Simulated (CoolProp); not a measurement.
A closed Brayton cycle with nitrogen: compressor inlet 319.15 K and 2.8 MPa, high pressure 7.8 MPa, turbine inlet 845 K, compressor efficiency 0.85, turbine efficiency 0.93, recuperator effectiveness 0 (on enthalpy, no pinch check). Each further row changes one setting.

Computed with CoolProp (reference Helmholtz-energy equation of state, Span 2000).

```tsv
case	thermal efficiency (%)	net work (kJ/kg)	compressor to turbine work	compressor exit (K)	turbine exit (K)
as stated	17.8	78.6	0.63	447.7	656.2
turbine inlet 795 K	17.1	65.8	(withheld)	447.7	615.8
compressor inlet 329.15 K	17.4	74.2	0.65	461.6	656.2
high pressure 6.63 MPa	15.6	(withheld)	(withheld)	424.8	683.3
recuperator effectiveness 0.5	23.9	78.6	0.63	447.7	656.2
```

### Question
What belongs in the gaps?

### Answer

- turbine inlet 795 K, compressor to turbine work: 0.67
- high pressure 6.63 MPa, net work (kJ/kg): 72.6
- high pressure 6.63 MPa, compressor to turbine work: 0.60
